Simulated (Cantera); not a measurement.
NO annealing gas

An isothermal, constant-pressure homogeneous reactor starts with NO : N2 : H2O = 1 : 13 : 0.17 (molar parts), at 1723 K and 1280 Torr.

Model: GRI-Mech 3.0 (53 species, 325 reactions), integrated in Cantera.

```csv
t (s),x NO,x O2,x NO2,x N2O,x O
5.00e-5,0.0706,2.25e-11,1.54e-8,4.71e-8,1.40e-8
0.000169,0.0706,1.49e-10,6.90e-8,1.55e-7,1.70e-8
0.000574,0.0706,1.63e-9,2.91e-7,4.78e-7,2.78e-8
0.00195,0.0706,5.79e-8,1.65e-6,1.20e-6,1.07e-7
0.00660,0.0706,4.57e-6,7.52e-6,1.88e-6,5.56e-7
0.0224,0.0705,2.60e-5,6.34e-6,1.98e-6,4.94e-7
0.0758,0.0704,7.91e-5,7.65e-6,1.96e-6,5.95e-7
0.257,0.0700,0.000259,1.14e-5,1.93e-6,8.74e-7
0.871,0.0688,0.000868,1.85e-5,1.86e-6,1.43e-6
2.95,0.0648,0.00283,3.00e-5,1.67e-6,2.44e-6
10.0,0.0537,0.00838,4.19e-5,1.17e-6,4.09e-6
```
x: mole fraction; the columns are a selection and need not sum to one.

Equilibrium at this temperature and pressure: NO 0.00142, O2 0.0346, NO2 2.22e-6, N2O 1.18e-7, O 8.15e-6 (gas phase only).
